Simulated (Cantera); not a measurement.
Input (Python, Cantera) and output of one run.

```python
import numpy as np
import cantera as ct

gas_names = """
    H HO2 H2 H2O H2O2 H2S H2SO4 O OH O2 O3 S SH SO SO2 SO3 S2 S2O S8
""".split()
cond_names = """
    H2O(s) H2O(L) H2SO4(L) S(cr1) S(cr2) S(L)
""".split()


# ... load() reads the species with a 1 bar reference pressure and builds the phases ...
atoms = {
    'S': {'S': 1},
    'SO2': {'S': 1, 'O': 2},
    'H2': {'H': 2},
}
top_T = {}  # K; cautious upper limits of use, not melting points


# ... equilibrate(T, P, feed) seeds the gas with the atoms and calls Mixture.equilibrate('TP', solver="vcs", rtol=1e-11, max_steps=5000) ...
results = []
feed = {'S': 1, 'SO2': 0.33, 'H2': 0.15}  # mol
P = 100000  # Pa
for T in [1250, 1350, 1450, 1550, 1650, 1750, 1850, 1950]:
    mix = equilibrate(T, P, feed)
    results.append((T, P, feed, dict(zip(mix.species_names, mix.species_moles))))

top = {s: max(r[3][s] / sum(r[3][g] for g in gas_names) for r in results) for s in gas_names}
cols = sorted((s for s in top if top[s] > 0.001), key=lambda s: -top[s])[:9]
seen = [c for c in cond_names if any(r[3].get(c, 0) > 1e-12 for r in results)]
print("log10 of partial pressures in bar; condensed amounts in mol")
print(f"{'T/K':>10s}" + "".join(f"{s[:9]:>10s}" for s in cols + seen))
for T, P, feed, n in results:
    ng = sum(n[g] for g in gas_names)
    print(f"{T:10.4g}" + "".join(f"{np.log10(max(n[s] / ng * P / 1e5, 1e-99)):10.3f}" for s in cols)
          + "".join(f"{n.get(c, 0):10.4g}" for c in seen))
```

It prints:

```
log10 of partial pressures in bar; condensed amounts in mol
       T/K        S2       SO2       H2O        SO       H2S        H2       S2O        SH         S
      1250    -0.270    -0.547    -0.909    -3.252    -1.462    -2.518    -1.751    -3.702    -6.036
      1350    -0.269    -0.550    -0.902    -2.878    -1.520    -2.297    -1.763    -3.361    -5.364
      1450    -0.268    -0.552    -0.901    -2.555    -1.575    -2.110    -1.774    -3.069    -4.785
      1550    -0.269    -0.554    -0.905    -2.274    -1.627    -1.951    -1.785    -2.817    -4.281
      1650    -0.271    -0.557    -0.913    -2.028    -1.678    -1.816    -1.795    -2.599    -3.838
      1750    -0.274    -0.561    -0.926    -1.812    -1.729    -1.701    -1.807    -2.409    -3.446
      1850    -0.278    -0.566    -0.944    -1.620    -1.779    -1.603    -1.819    -2.243    -3.098
      1950    -0.284    -0.573    -0.965    -1.450    -1.830    -1.520    -1.834    -2.097    -2.785
```

Cantera equilibrium calculation (NASA polynomials, part measured and part estimated; ideal gas, pure solids and liquids). Gases not in the tables: S3 to S7.
